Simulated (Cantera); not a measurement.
# Equilibrium for carbothermic reduction: PbO + CH4 + H2 + C

A closed system holds: 1 mol PbO, 2.7 mol CH4, 0.89 mol H2, 2.8 mol C, at 33.0 mbar.

Method: chemical equilibrium by Gibbs-energy minimisation in Cantera with the NASA 1993 tables (ideal gas, pure condensed phases). Candidate condensed phases: C, C6H6, C7H8, C8H18, H2O, Pb, PbO, PbO2, Pb3O4; 113 gas species. Kinetics and transport are ignored.

```csv
T (°C),x H2,x CO,x Pb,x H,x C2H2 (acetylene),x CH4,x Pb2,x CH3,n C(graphite)
1602,0.756,0.120,0.120,0.00314,0.000239,1.14e-5,3.01e-6,9.53e-7,4.50
1627,0.755,0.120,0.120,0.00380,0.000288,1.06e-5,2.85e-6,1.07e-6,4.50
1652,0.754,0.120,0.120,0.00457,0.000345,9.81e-6,2.70e-6,1.19e-6,4.49
1677,0.754,0.120,0.120,0.00548,0.000412,9.12e-6,2.57e-6,1.32e-6,4.49
1702,0.752,0.120,0.120,0.00653,0.000489,8.48e-6,2.44e-6,1.46e-6,4.49
1727,0.751,0.120,0.120,0.00776,0.000577,7.91e-6,2.32e-6,1.62e-6,4.49
1752,0.750,0.120,0.120,0.00918,0.000679,7.38e-6,2.21e-6,1.78e-6,4.49
1777,0.748,0.120,0.120,0.0108,0.000795,6.89e-6,2.10e-6,1.96e-6,4.49
1802,0.747,0.120,0.120,0.0127,0.000926,6.45e-6,2.00e-6,2.14e-6,4.48
1827,0.745,0.120,0.120,0.0148,0.00108,6.04e-6,1.91e-6,2.34e-6,4.48
1852,0.742,0.120,0.120,0.0172,0.00124,5.66e-6,1.82e-6,2.55e-6,4.48
1877,0.740,0.119,0.119,0.0200,0.00143,5.30e-6,1.74e-6,2.77e-6,4.48
```
x: gas mole fraction; n: condensed amount in mol.

From 1602 °C to 1877 °C the condensed part is C(graphite). The main Pb-bearing gas is Pb throughout.
